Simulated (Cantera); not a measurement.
Cantera run:

```python
import numpy as np
import cantera as ct

gas_names = """
    CL CLO CL2 Fe FeCL FeCL2 FeCL3 FeO Fe(OH)2 Fe2CL4 Fe2CL6 H HCL HNO HNO2 HNO3 HOCL HO2 H2 H2O H2O2 N
    NH NH2 NH3 NH2OH NO NO2 NO3 N2 N2H2 N2H4 N2O O OH O2 O3
""".split()
cond_names = """
    Fe(a) Fe(c) Fe(d) Fe(L) FeCL2(s) FeCL2(L) FeCL3(s) FeCL3(L) FeO(s) FeO(L) Fe(OH)2(s) Fe(OH)3(s)
    Fe2O3(s) Fe3O4(s) H2O(s) H2O(L) NH4CL(a) NH4CL(b)
""".split()


# ... load() reads the species with a 1 bar reference pressure and builds the phases ...
atoms = {
    'Fe2O3': {'Fe': 2, 'O': 3},
    'HCl': {'H': 1, 'CL': 1},
    'N2': {'N': 2},
}
top_T = {'Fe2O3(s)': 1830, 'Fe3O4(s)': 1870}  # K; cautious upper limits of use, not melting points


# ... equilibrate(T, P, feed) seeds the gas with the atoms and calls Mixture.equilibrate('TP', solver="vcs", rtol=1e-11, max_steps=5000) ...
results = []
feed = {'Fe2O3': 1, 'HCl': 1.8, 'N2': 0.4}  # mol
P = 11  # Pa
for T in [1050, 1100, 1150, 1200, 1250, 1300, 1350, 1400, 1450, 1500, 1550, 1600]:
    mix = equilibrate(T, P, feed)
    results.append((T, P, feed, dict(zip(mix.species_names, mix.species_moles))))

top = {s: max(r[3][s] / sum(r[3][g] for g in gas_names) for r in results) for s in gas_names}
cols = sorted((s for s in top if top[s] > 0.001), key=lambda s: -top[s])[:7]
seen = [c for c in cond_names if any(r[3].get(c, 0) > 1e-12 for r in results)]
print("log10 of partial pressures in bar; condensed amounts in mol")
print(f"{'T/K':>10s}" + "".join(f"{s[:9]:>10s}" for s in cols + seen))
for T, P, feed, n in results:
    ng = sum(n[g] for g in gas_names)
    print(f"{T:10.4g}" + "".join(f"{np.log10(max(n[s] / ng * P / 1e5, 1e-99)):10.3f}" for s in cols)
          + "".join(f"{n.get(c, 0):10.4g}" for c in seen))
```

It prints:

```
log10 of partial pressures in bar; condensed amounts in mol
       T/K       HCL       H2O        N2     FeCL2        O2        CL       CL2  Fe2O3(s)  Fe3O4(s)
      1050    -4.072    -5.598    -4.700    -5.747    -6.722    -6.364    -6.525    0.9806         0
      1100    -4.084    -5.454    -4.702    -5.557    -6.390    -6.150    -6.660     0.971         0
      1150    -4.101    -5.313    -4.704    -5.389    -6.162    -5.983    -6.843    0.9579         0
      1200    -4.123    -5.181    -4.706    -5.243    -5.989    -5.848    -7.045    0.9415         0
      1250    -4.151    -5.093    -4.715    -5.169    -5.536    -5.641    -7.067    0.7008    0.1523
      1300    -4.195    -5.039    -4.739    -5.140    -5.104    -5.451    -7.089         0    0.6135
      1350    -4.224    -4.959    -4.741    -5.054    -5.099    -5.376    -7.313         0    0.6018
      1400    -4.255    -4.889    -4.743    -4.982    -5.096    -5.310    -7.527         0    0.5897
      1450    -4.290    -4.829    -4.745    -4.920    -5.093    -5.250    -7.731         0    0.5776
      1500    -4.326    -4.777    -4.747    -4.868    -5.091    -5.197    -7.927         0    0.5658
      1550    -4.364    -4.733    -4.749    -4.823    -5.091    -5.149    -8.115         0    0.5545
      1600    -4.404    -4.696    -4.751    -4.786    -5.091    -5.106    -8.294         0    0.5439
```

Equilibrium computed with Cantera from the NASA thermochemical tables; the gas is ideal and each condensed phase is pure. Mutual solubility and eutectic melting of coexisting phases are not modelled.
